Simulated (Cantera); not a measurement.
An adiabatic, constant-pressure homogeneous reactor starts with CH₄ : O₂ : N₂ : CO₂ = 1 : 2.53 : 9.52 : 0.45 (molar parts), equivalence ratio 0.79, at 1523 K and 120000 Pa.

Detailed kinetics in Cantera: GRI-Mech 3.0 (53 species, 325 reactions).

One state of this run: T (K) = 2623; x CH₄ = <1e-12; x O₂ = 0.0422; x CO₂ = 0.0803; x C₂H₂ = <1e-12; x HO₂ = 6.93e-6; x H₂ = 0.00608. x: mole fraction; the columns are a selection and need not sum to one.

Which value of t (s) does it belong to?
(A) 9.15e-6
(B) 2.00e-6
(C) 0.383
(D) 4.18e-5

C, 0.383
